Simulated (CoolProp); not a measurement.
R407C along the isobar 5.85 MPa: fugacity coefficient from the reference equation and from simpler models built on Tc = 359.3 K, pc = 4.632 MPa, ω = 0.363; each cubic takes its own stable root.

Model: reference Helmholtz-energy equation of state, Lemmon 2003, in CoolProp. It is a pseudo-pure fit of the blend.

```json
[
 {"T (K)": "272.3", "phase": "liquid", "reference": "0.08942"},
 {"T (K)": "285.5", "phase": "liquid", "reference": "0.1309"},
 {"T (K)": "298.7", "phase": "liquid", "reference": "0.1829"},
 {"T (K)": "312", "phase": "liquid", "reference": "0.2458"},
 {"T (K)": "325.2", "phase": "liquid", "reference": "0.3179"},
 {"T (K)": "338.5", "phase": "liquid", "reference": "0.3986"},
 {"T (K)": "351.7", "phase": "liquid", "reference": "0.4838"},
 {"T (K)": "365", "phase": "supercritical", "reference": "0.5696"},
 {"T (K)": "378.2", "phase": "supercritical", "reference": "0.6377"}
]
```

Task: How far does each simpler model (van der Waals, Redlich-Kwong, Soave-Redlich-Kwong, Peng-Robinson) lie from the reference over these 9 states: mean and median of the absolute difference, and the worst?

Result: 
- van der Waals: mean 60.4 %, median 42.0 %, worst +174.4 % at 272.3 K and 5.85 MPa
- Redlich-Kwong: mean 22.0 %, median 18.2 %, worst +54.3 % at 272.3 K and 5.85 MPa
- Soave-Redlich-Kwong: mean 3.5 %, median 4.0 %, worst +5.1 % at 351.7 K and 5.85 MPa
- Peng-Robinson: mean 2.1 %, median 0.9 %, worst -7.2 % at 272.3 K and 5.85 MPa
